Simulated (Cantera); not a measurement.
An adiabatic, constant-pressure homogeneous reactor starts with H2 : O2 : N2 = 1 : 1.14 : 4.27 (molar parts), equivalence ratio 0.44, at 1500 K and 0.770 atm. Integrator tolerance rtol = 1e-08.

Computed with Cantera and GRI-Mech 3.0 (53 species, 325 reactions).

What does this change do: initial temperature 1500 to 1800 K?


```csv
quantity,before,after
time of steepest temperature rise,18.8 µs,8.67 µs
temperature at 0.200 s,2449 K,2619 K
equilibrium temperature,2449 K,2619 K
x(H2) at 0.200 s,0.00268 (gas-phase equilibrium 0.00268),0.00575 (gas-phase equilibrium 0.00575)
x(O2) at 0.200 s,0.0969 (gas-phase equilibrium 0.0969),0.0918 (gas-phase equilibrium 0.0918)
x(H2O) at 0.200 s,0.158 (gas-phase equilibrium 0.158),0.148 (gas-phase equilibrium 0.148)
x(NO2) at 0.200 s,7.64e-6 (gas-phase equilibrium 7.64e-6),8.09e-6 (gas-phase equilibrium 8.09e-6)
x(N2O) at 0.200 s,6.32e-7 (gas-phase equilibrium 6.32e-7),8.16e-7 (gas-phase equilibrium 8.16e-7)
x(NO) at 0.200 s,0.0136 (gas-phase equilibrium 0.0136),0.0176 (gas-phase equilibrium 0.0176)
```

What does this change do: pressure from 0.770 atm to 1.18 atm?


| quantity | before | after |
|---|---|---|
| time of steepest temperature rise | 18.8 µs | 12.2 µs |
| temperature at 0.200 s | 2449 K | 2461 K |
| equilibrium temperature | 2449 K | 2461 K |
| x(H2) at 0.200 s | 0.00268 (gas-phase equilibrium 0.00268) | 0.00230 (gas-phase equilibrium 0.00230) |
| x(O2) at 0.200 s | 0.0969 (gas-phase equilibrium 0.0969) | 0.0971 (gas-phase equilibrium 0.0971) |
| x(H2O) at 0.200 s | 0.158 (gas-phase equilibrium 0.158) | 0.159 (gas-phase equilibrium 0.159) |
| x(NO2) at 0.200 s | 7.64e-6 (gas-phase equilibrium 7.64e-6) | 9.57e-6 (gas-phase equilibrium 9.57e-6) |
| x(N2O) at 0.200 s | 6.32e-7 (gas-phase equilibrium 6.32e-7) | 8.02e-7 (gas-phase equilibrium 8.02e-7) |
| x(NO) at 0.200 s | 0.0136 (gas-phase equilibrium 0.0136) | 0.0139 (gas-phase equilibrium 0.0139) |

What does this change do: initial temperature 1500 to 1300 K?


```json
[
 {"quantity": "time of steepest temperature rise", "before": "18.8 µs", "after": "38.6 µs"},
 {"quantity": "temperature at 0.200 s", "before": "2449 K", "after": "2318 K"},
 {"quantity": "equilibrium temperature", "before": "2449 K", "after": "2317 K"},
 {"quantity": "x(H2) at 0.200 s", "before": "0.00268 (gas-phase equilibrium 0.00268)", "after": "0.00134 (gas-phase equilibrium 0.00134)"},
 {"quantity": "x(O2) at 0.200 s", "before": "0.0969 (gas-phase equilibrium 0.0969)", "after": "0.100 (gas-phase equilibrium 0.100)"},
 {"quantity": "x(H2O) at 0.200 s", "before": "0.158 (gas-phase equilibrium 0.158)", "after": "0.163 (gas-phase equilibrium 0.163)"},
 {"quantity": "x(NO2) at 0.200 s", "before": "7.64e-6 (gas-phase equilibrium 7.64e-6)", "after": "6.77e-6 (gas-phase equilibrium 7.13e-6)"},
 {"quantity": "x(N2O) at 0.200 s", "before": "6.32e-7 (gas-phase equilibrium 6.32e-7)", "after": "4.96e-7 (gas-phase equilibrium 5.00e-7)"},
 {"quantity": "x(NO) at 0.200 s", "before": "0.0136 (gas-phase equilibrium 0.0136)", "after": "0.0102 (gas-phase equilibrium 0.0107)"}
]
```
